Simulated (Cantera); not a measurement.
A closed system holds: 1 mol SiC, 0.014 mol N₂O, 3.1 mol H₂, held at 1250 °C and 0.113 Torr.

Method: chemical equilibrium by Gibbs-energy minimisation in Cantera with the NASA 1993 tables (ideal gas, pure condensed phases). Candidate condensed phases: C, C₆H₆, C₇H₈, C₈H₁₈, H₂O, Si, SiC, SiO₂, Si₂N₂O, Si₃N₄; 151 gas species. Equilibrium is a limit: real reactors are often held back by kinetics, nucleation or transport.

Base state: H₂ 0.989, N₂ 0.00447, CO 0.00224, SiO 0.00223, H 0.00188, Si 2.06e-5 (mole fractions); condensed: SiC(s).

Question: What changes in the equilibrium state with this change: SiC replaced by Si?

Answer: 
```
species       before     after
-----------  -------  --------
H₂             0.989     0.989
SiO          0.00223   0.00447
N₂           0.00447   0.00447
CO           0.00224         0
Si           2.06e-5  0.000121
H            0.00188   0.00188
SiC(s), mol    0.993         0
Si(s), mol         0     0.986
```
